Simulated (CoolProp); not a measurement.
A single-stage vapour-compression cycle with R407C: evaporating at 247.15 K (dew point), condensing at 273.15 K (bubble point), superheat 0 K, subcooling 8 K, compressor efficiency 0.8, no pressure losses. Each further row changes one setting.

Model: reference Helmholtz-energy equation of state, Lemmon 2003, in CoolProp. It is a pseudo-pure fit of the blend.

```tsv
case	cooling COP	pressure ratio	discharge temperature (K)	refrigerating effect (kJ/kg)	volumetric capacity (kJ/m³)
as stated	5.62	3.42	300.3	207	1530
evaporating temperature 252.15 K	6.93	2.76	296.4	210	1900
condensing temperature 268.15 K	6.77	2.90	292.8	214	1580
subcooling 13 K	5.81	3.42	300.3	214	1580
superheat 10 K	5.57	3.42	311.1	215	1510
compressor efficiency 0.7	4.92	3.42	305.9	207	1530
```
